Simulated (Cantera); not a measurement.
Cantera run, input and output.

```python
import numpy as np
import cantera as ct

gas = ct.Solution("gri30.yaml")
gas.TPX = 1398, 22000, {'C2H4': 1, 'H2': 6.1}
reactor = ct.IdealGasConstPressureReactor(gas, energy="off", clone=False)
net = ct.ReactorNet([reactor])
net.rtol, net.atol = 1e-08, 1e-18
show = ['C2H4', 'H2', 'H', 'CH2', 'C2H2', 'C2H6', 'CH4']
times = np.geomspace(0.0005, 10, 10)

steps = ct.SolutionArray(gas, extra=["t"])
rows = []
print(f"{'t/s':>10s}{'T/K':>9s}{'P/Pa':>11s}" + "".join(f"{s:>11s}" for s in show))
for t in times:
    while net.time < t:
        t_next = net.step()
        steps.append(gas.state, t=t_next)
    rows.append([np.interp(t, steps.t, y) for y in (steps.T, steps.P, *steps(*show).X.T)])
    print(f"{t:10.3e}{rows[-1][0]:9.1f}{rows[-1][1]:11.4g}" + "".join(f"{x:11.3e}" for x in rows[-1][2:]))
rate = np.gradient(steps.T, steps.t)
print("integrator steps:", len(steps.t))
if steps.T.max() > steps.T[0] + 200:
    print(f"time of steepest temperature rise: {steps.t[rate.argmax()]:.4e} s")
gas.TPX = 1398, 22000, {'C2H4': 1, 'H2': 6.1}
gas.equilibrate("TP")
print(f"equilibrium (TP): T = {gas.T:.1f} K  " + "  ".join(f"{s} {gas[s].X[0]:.3e}" for s in show))
```

Result:

```
       t/s      T/K       P/Pa       C2H4         H2          H        CH2       C2H2       C2H6        CH4
 5.000e-04   1398.0    2.2e+04  1.408e-01  8.592e-01  8.591e-08  6.242e-13  7.150e-05  1.218e-07  2.772e-09
 1.503e-03   1398.0    2.2e+04  1.406e-01  8.592e-01  2.973e-07  2.180e-12  2.266e-04  1.133e-06  7.689e-08
 4.516e-03   1398.0    2.2e+04  1.398e-01  8.593e-01  2.265e-06  1.659e-11  8.985e-04  1.666e-05  3.108e-06
 1.357e-02   1398.0    2.2e+04  1.261e-01  8.606e-01  2.639e-05  1.978e-10  1.255e-02  3.088e-04  4.546e-04
 4.079e-02   1398.0    2.2e+04  7.414e-02  8.652e-01  2.967e-05  1.842e-10  5.703e-02  2.262e-04  3.345e-03
 1.226e-01   1398.0    2.2e+04  2.635e-02  8.689e-01  2.705e-05  1.368e-10  9.767e-02  7.827e-05  6.969e-03
 3.684e-01   1398.0    2.2e+04  1.647e-02  8.676e-01  2.406e-05  1.430e-10  1.048e-01  4.735e-05  1.105e-02
 1.107e+00   1398.0    2.2e+04  1.583e-02  8.618e-01  2.118e-05  1.929e-10  1.019e-01  4.516e-05  2.039e-02
 3.327e+00   1398.0    2.2e+04  1.469e-02  8.495e-01  1.663e-05  2.316e-10  9.532e-02  4.199e-05  4.043e-02
 1.000e+01   1398.0    2.2e+04  1.287e-02  8.297e-01  1.223e-05  2.301e-10  8.480e-02  3.864e-05  7.259e-02
integrator steps: 915
equilibrium (TP): T = 1398.0 K  C2H4 1.050e-02  H2 8.029e-01  H 9.101e-06  CH2 2.143e-10  C2H2 7.055e-02  C2H6 3.689e-05  CH4 1.160e-01
```

Computed with Cantera and GRI-Mech 3.0 (53 species, 325 reactions). GRI-Mech 3.0 was tuned for natural gas; its chemistry of ethylene as a main component is partial and can be far from experiment. GRI-Mech 3.0 stops at C3 and has no aromatics, soot or wall deposition, so with more carbon than oxygen in the feed, carbon stays in small species such as C2H2 where larger ones or solid carbon would form.
